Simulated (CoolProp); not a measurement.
Saturation properties of fluorine.

Computed with CoolProp (reference Helmholtz-energy equation of state, de Reuck 1990).

| T (°C) | p (kPa) | vapour density (kg/m³) | enthalpy of vaporisation (kJ/kg) | liquid cp (kJ/(kg K)) | surface tension (mN/m) |
|---|---|---|---|---|---|
| -165.45 | 760.7 | ? | 148.2 | 1.652 | 7.50 |
| -161.35 | 1000 | ? | ? | 1.702 | 6.50 |
| -157.25 | 1289 | ? | 135.3 | 1.768 | 5.51 |
| -153.15 | 1634 | 80.17 | 127.7 | 1.857 | ? |
| -149.05 | 2041 | 101.9 | ? | 1.985 | 3.65 |
| -144.95 | 2516 | 129.3 | 109.3 | 2.182 | 2.77 |
| -140.85 | 3066 | 165.0 | 97.44 | 2.515 | 1.94 |
| -136.75 | 3701 | 213.9 | 82.59 | 3.189 | 1.18 |

Q: Some entries are withheld; supply them.

A: 
- -165.45, vapour density (kg/m³): 37.24
- -161.35, vapour density (kg/m³): 48.65
- -161.35, enthalpy of vaporisation (kJ/kg): 142.0
- -157.25, vapour density (kg/m³): 62.74
- -153.15, surface tension (mN/m): 4.56
- -149.05, enthalpy of vaporisation (kJ/kg): 119.2

It boils at -188.1 °C under 1 atm.

Surface tension comes from a separate correlation (Mulero 2012).
